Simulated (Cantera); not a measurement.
Charge: 1 mol Cr, 0.092 mol H2O, 4 mol H2, held at 2.00e-6 bar.

Equilibrium computed with Cantera from the NASA thermochemical tables; the gas is ideal and each condensed phase is pure. Candidate condensed phases: Cr, Cr2O3, H2O; 13 gas species. Mutual solubility and eutectic melting of coexisting phases are not modelled. Kinetics and transport are ignored.

x: gas mole fraction; n: condensed amount in mol.

| T (K) | x H2 | x H | x Cr | x H2O | x O | x CrO | n Cr(s) | n Cr2O3(s) |
|---|---|---|---|---|---|---|---|---|
| 1400 | 0.965 | 0.00338 | 0.0308 | 0.000589 | 1.30e-10 | 4.73e-6 | 0.810 | 0.0298 |
| 1500 | 0.801 | 0.0111 | 0.186 | 0.00131 | 6.26e-9 | 9.53e-5 | 0 | 0.0283 |
| 1600 | 0.769 | 0.0337 | 0.188 | 0.00838 | 5.24e-7 | 0.000777 | 0 | 0.0149 |
| 1700 | 0.709 | 0.0877 | 0.186 | 0.0153 | 9.70e-6 | 0.00181 | 0 | 0 |
| 1800 | [?] | [?] | 0.175 | [?] | [?] | [?] | 0 | 0 |
| 1900 | 0.451 | 0.377 | 0.157 | 0.0111 | 0.000476 | 0.00230 | 0 | 0 |
| 2000 | 0.263 | 0.589 | 0.136 | 0.00649 | 0.00239 | 0.00227 | 0 | 0 |
| 2100 | 0.117 | 0.753 | 0.120 | 0.00182 | 0.00642 | 0.00140 | 0 | 0 |
| 2200 | [?] | 0.834 | 0.112 | [?] | [?] | [?] | 0 | 0 |
| 2300 | 0.0160 | 0.865 | 0.109 | 2.97e-5 | 0.00959 | 0.000184 | 0 | 0 |
| 2400 | 0.00606 | 0.876 | 0.108 | 3.81e-6 | 0.00980 | 6.66e-5 | 0 | 0 |
| 2500 | 0.00245 | 0.880 | 0.108 | 5.61e-7 | 0.00987 | 2.59e-5 | 0 | 0 |

**Question.** What belongs in the gaps?

**Answer.** 
- 1800, x H2: 0.611
- 1800, x H: 0.198
- 1800, x H2O: 0.0138
- 1800, x O: 7.40e-5
- 1800, x CrO: 0.00207
- 2200, x H2: 0.0438
- 2200, x H2O: 0.000252
- 2200, x O: 0.00887
- 2200, x CrO: 0.000534
